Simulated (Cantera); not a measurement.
Input: 1 mol Al, 2.4 mol H₂O, 0.012 mol O₂, at 6.80 bar.

Equilibrium computed with Cantera from the NASA thermochemical tables; the gas is ideal and each condensed phase is pure. Candidate condensed phases: Al, Al₂O₃, H₂O; 19 gas species. The numbers say what is thermodynamically allowed, not how fast it happens. All values below are at 998 K.

Base state: H₂ 0.615, H₂O 0.385 (mole fractions); condensed: Al₂O₃(s).

Problem. What changes in the equilibrium state with this change: Al replaced by B?

Solution. 
```tsv
species	before	after
H₂	0.615	0.620
H₂O	0.385	0.364
(HBO₂)₃	0	0.0161
Al₂O₃(s), mol	0.500	0
B₂O₃(l), mol	0	0.442
```
Gases not in the tables: H₃BO₃. Further candidate phases: B, B₂O₃, B₃O₃H₃.
